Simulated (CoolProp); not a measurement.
Aqueous potassium carbonate as a coolant, 25 % by mass, freezing at -12.8 °C, 1 atm.

Values from CoolProp's Melinder's fits for secondary coolants.

```json
[
 {"T (°C)": "-9.3", "density (kg/m³)": "1255", "conductivity (W/(m K))": "0.526", "Prandtl number": "26.4", "viscosity (mPa s)": "4.51"},
 {"T (°C)": "-5.2", "density (kg/m³)": "1254", "conductivity (W/(m K))": "0.533", "Prandtl number": "22.8", "viscosity (mPa s)": "3.94"},
 {"T (°C)": "-1.1", "density (kg/m³)": "1252", "conductivity (W/(m K))": "0.539", "Prandtl number": "19.9", "viscosity (mPa s)": "3.47"},
 {"T (°C)": "3", "density (kg/m³)": "1251", "conductivity (W/(m K))": "0.546", "Prandtl number": "17.5", "viscosity (mPa s)": "3.09"},
 {"T (°C)": "7", "density (kg/m³)": "1249", "conductivity (W/(m K))": "0.553", "Prandtl number": "15.6", "viscosity (mPa s)": "2.78"},
 {"T (°C)": "11.1", "density (kg/m³)": "1247", "conductivity (W/(m K))": "0.559", "Prandtl number": "14.0", "viscosity (mPa s)": "?"},
 {"T (°C)": "15.2", "density (kg/m³)": "?", "conductivity (W/(m K))": "0.566", "Prandtl number": "12.6", "viscosity (mPa s)": "2.29"},
 {"T (°C)": "19.2", "density (kg/m³)": "1244", "conductivity (W/(m K))": "?", "Prandtl number": "11.4", "viscosity (mPa s)": "2.09"},
 {"T (°C)": "23.3", "density (kg/m³)": "1242", "conductivity (W/(m K))": "0.580", "Prandtl number": "10.4", "viscosity (mPa s)": "1.92"},
 {"T (°C)": "27.4", "density (kg/m³)": "1240", "conductivity (W/(m K))": "0.587", "Prandtl number": "9.47", "viscosity (mPa s)": "1.77"},
 {"T (°C)": "31.5", "density (kg/m³)": "1238", "conductivity (W/(m K))": "0.593", "Prandtl number": "8.66", "viscosity (mPa s)": "1.64"},
 {"T (°C)": "35.5", "density (kg/m³)": "?", "conductivity (W/(m K))": "0.600", "Prandtl number": "7.95", "viscosity (mPa s)": "1.52"},
 {"T (°C)": "39.6", "density (kg/m³)": "1233", "conductivity (W/(m K))": "0.607", "Prandtl number": "7.28", "viscosity (mPa s)": "1.40"}
]
```

Complete the blanks.


- 11.1, viscosity (mPa s): 2.51
- 15.2, density (kg/m³): 1246
- 19.2, conductivity (W/(m K)): 0.573
- 35.5, density (kg/m³): 1235
